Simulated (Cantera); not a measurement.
# Adiabatic ignition

An adiabatic, constant-pressure homogeneous reactor starts with 10.8 % CH₄, 11.9 % CO, 16.2 % O₂, 61.0 % N₂, at 1198 K and 36000 Pa.

Computed with Cantera and GRI-Mech 3.0 (53 species, 325 reactions).

```csv
t (s),T (K),x CH₄,x CO,x O₂,x H₂,x C₂H₂,x NO₂,x NO
1.00e-6,1198,0.108,0.119,0.162,<1e-12,<1e-12,<1e-12,<1e-12
3.15e-6,1198,0.108,0.119,0.162,1.19e-11,<1e-12,<1e-12,<1e-12
9.92e-6,1198,0.108,0.119,0.162,1.57e-10,<1e-12,<1e-12,<1e-12
3.12e-5,1198,0.108,0.119,0.162,9.07e-10,<1e-12,<1e-12,<1e-12
9.84e-5,1198,0.108,0.119,0.162,3.73e-9,<1e-12,<1e-12,<1e-12
0.000310,1198,0.108,0.119,0.162,1.64e-8,<1e-12,<1e-12,<1e-12
0.000976,1198,0.108,0.119,0.162,9.02e-8,<1e-12,<1e-12,<1e-12
0.00307,1198,0.108,0.119,0.162,6.54e-7,<1e-12,<1e-12,<1e-12
0.00968,1198,0.108,0.119,0.162,5.43e-6,1.78e-11,<1e-12,<1e-12
0.0305,1199,0.108,0.119,0.162,3.18e-5,7.55e-10,<1e-12,<1e-12
0.0960,1206,0.107,0.119,0.161,0.000233,3.44e-8,<1e-12,<1e-12
0.302,2499,<1e-12,0.155,0.000538,0.0586,<1e-12,2.67e-8,0.000990
0.953,2499,<1e-12,0.155,0.000538,0.0586,<1e-12,2.68e-8,0.000994
3.00,2499,<1e-12,0.155,0.000538,0.0586,<1e-12,2.68e-8,0.000994
```
x: mole fraction; the columns are a selection and need not sum to one.

The time of steepest temperature rise is 0.215 s. The temperature at 3.00 s is 2499 K and the equilibrium temperature is 2499 K. The x(CH₄) at 3.00 s comes out as <1e-12 (gas-phase equilibrium <1e-12). The x(CO) at 3.00 s is 0.155 (gas-phase equilibrium 0.155) and the x(O₂) at 3.00 s is 0.000538 (gas-phase equilibrium 0.000538).
